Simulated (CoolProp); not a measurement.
Vapour-liquid equilibrium of R125 (1) + R236FA (2) at 303.5 K; x and y are mole fractions of (1).

Values from CoolProp's multi-fluid Helmholtz-energy mixture model, Lemmon 2005 and Pan 2012; pair parameters Bell 2016.

Question: Give the bubble pressure and the first vapour's composition at x = 0.05, 0.5, 0.8. Is there an azeotrope?

Answer: x = 0.05: 0.3785 MPa, y = 0.171; x = 0.5: 0.8969 MPa, y = 0.777; x = 0.8: 1.286 MPa, y = 0.926. No azeotrope shows between x = 0.05 and 0.95.

Pair parameters are fitted to limited data, so mixtures are less certain than the pure fluids.
